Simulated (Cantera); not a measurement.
Charge: 1 mol B2O3, 0.19 mol H2O, 17 mol N2, at 2.70 Torr.

Cantera equilibrium calculation (NASA polynomials, part measured and part estimated; ideal gas, pure solids and liquids). Candidate condensed phases: B, BN, B2O3, B3O3H3, H2O; 39 gas species. The numbers say what is thermodynamically allowed, not how fast it happens. All values below are at 1448 K.

Base state: N2 0.980, HBO2 0.0148, H2O 0.00351, B2O3 0.00200, H2 2.36e-5, BO2 1.39e-5 (mole fractions); condensed: B2O3(l).

Problem. What changes in the equilibrium state with this change: H2O from 0.19 to 1.8 mol?

Solution. 
```tsv
species	before	after
N2	0.980	0.874
HBO2	0.0148	0.0621
H2O	0.00351	0.0614
O2	5.22e-6	4.91e-5
OH	2.64e-6	1.94e-5
H2	2.36e-5	0.000134
NO	5.22e-6	1.51e-5
B2O3(l), mol	0.836	0.357
```
Gases not in the tables: H3BO3.
